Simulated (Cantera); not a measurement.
Charge: 1 mol AlCl₃, 0.73 mol H₂O, 4.2 mol N₂, held at 600 K and 100 Torr.

Cantera equilibrium calculation (NASA polynomials, part measured and part estimated; ideal gas, pure solids and liquids). Candidate condensed phases: Al, AlCl₃, AlN, Al₂O₃, H₂O, NH₄Cl; 45 gas species. Condensed phases not in the tables: AlOCl. Equilibrium is a limit: real reactors are often held back by kinetics, nucleation or transport.

Base state: N₂ 0.705, HCl 0.245, Al₂Cl₆ 0.0361, AlCl₃ 0.0140 (mole fractions); condensed: Al₂O₃(s).

What changes in the equilibrium state with this change: N₂ from 4.2 to 35 mol?


| species | before | after |
|---|---|---|
| N₂ | 0.705 | 0.951 |
| HCl | 0.245 | 0.0397 |
| AlCl₃ | 0.0140 | 0.00495 |
| Al₂Cl₆ | 0.0361 | 0.00450 |
| Al₂O₃(s), mol | 0.243 | 0.243 |
